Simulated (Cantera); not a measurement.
Input (Python, Cantera) and output of one run.

```python
import numpy as np
import cantera as ct

gas_names = """
    H HO2 H2 H2O H2O2 H2S H2SO4 O OH O2 O3 S SH SO SO2 SO3 S2 S2O S8
""".split()
cond_names = """
    H2O(s) H2O(L) H2SO4(L) S(cr1) S(cr2) S(L)
""".split()


# ... load() reads the species with a 1 bar reference pressure and builds the phases ...
atoms = {
    'H2O': {'H': 2, 'O': 1},
    'SO2': {'S': 1, 'O': 2},
    'H2': {'H': 2},
    'O2': {'O': 2},
}
top_T = {}  # K; cautious upper limits of use, not melting points


# ... equilibrate(T, P, feed) seeds the gas with the atoms and calls Mixture.equilibrate('TP', solver="vcs", rtol=1e-11, max_steps=5000) ...
results = []
feed = {'H2O': 1, 'SO2': 0.018, 'H2': 0.14, 'O2': 0.02}  # mol
T = 1998.15  # K
for P in [10, 120, 1400, 17000, 210000, 2500000, 30000000]:
    mix = equilibrate(T, P, feed)
    results.append((T, P, feed, dict(zip(mix.species_names, mix.species_moles))))

top = {s: max(r[3][s] / sum(r[3][g] for g in gas_names) for r in results) for s in gas_names}
cols = sorted((s for s in top if top[s] > 1e-06), key=lambda s: -top[s])[:9]
seen = [c for c in cond_names if any(r[3].get(c, 0) > 1e-12 for r in results)]
print("log10 of partial pressures in bar; condensed amounts in mol")
print(f"{'P/Pa':>10s}" + "".join(f"{s[:9]:>10s}" for s in cols + seen))
for T, P, feed, n in results:
    ng = sum(n[g] for g in gas_names)
    print(f"{P:10.4g}" + "".join(f"{np.log10(max(n[s] / ng * P / 1e5, 1e-99)):10.3f}" for s in cols)
          + "".join(f"{n.get(c, 0):10.4g}" for c in seen))
```

Output:

```
log10 of partial pressures in bar; condensed amounts in mol
      P/Pa       H2O        H2         H        OH        O2       SO2         O       H2S        SO
        10    -4.136    -4.891    -5.240    -5.487    -5.583    -5.884    -5.972   -11.062    -6.929
       120    -2.989    -3.942    -4.765    -4.814    -5.185    -4.763    -5.773    -9.389    -6.006
      1400    -1.905    -2.917    -4.253    -4.243    -5.068    -3.686    -5.715    -7.404    -4.988
   1.7e+04    -0.817    -1.838    -3.713    -3.694    -5.050    -2.602    -5.706    -5.258    -3.912
   2.1e+05     0.276    -0.753    -3.171    -3.144    -5.034    -1.522    -5.698    -3.110    -2.840
   2.5e+06     1.356     0.283    -2.653    -2.582    -4.946    -0.530    -5.654    -1.169    -1.892
     3e+07     2.443     1.258    -2.165    -1.983    -4.723     0.287    -5.542     0.399    -1.187
```

Method: chemical equilibrium by Gibbs-energy minimisation in Cantera with the NASA 1993 tables (ideal gas, pure condensed phases). The ideal-gas law is rough above about 30 bar.
